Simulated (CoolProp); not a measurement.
Vapour-liquid equilibrium of dimethyl carbonate (1) + n-decane (2) at 350.7 K; x and y are mole fractions of (1).

Values from CoolProp's multi-fluid Helmholtz-energy mixture model, Zhou 2011 and Lemmon 2006; pair parameters Bell 2016.

```tsv
x	bubble pressure, mixture model (MPa)	bubble pressure, Raoult's law (MPa)	y, mixture model	y, Raoult's law
0.05	0.02119	0.006797	0.834	0.491
0.15	0.04326	0.01311	0.923	0.764
0.25	0.05366	0.01942	0.941	0.859
0.35	0.05767	0.02573	0.947	0.908
0.45	0.05870	0.03204	0.948	0.938
0.55	0.05875	0.03835	0.948	0.957
0.65	0.05894	0.04467	0.949	0.971
0.75	0.05987	0.05098	0.952	0.982
0.85	0.06185	0.05729	0.961	0.990
0.95	0.06491	0.06360	0.982	0.997
```

The largest gap from Raoult's law is +230.0 % in bubble pressure, at x = 0.15. No azeotrope shows between x = 0.05 and 0.95.

Pair parameters are fitted to limited data, so mixtures are less certain than the pure fluids. With so large a gap from Raoult's law the liquid may split in two, which this calculation doesn't test in full.
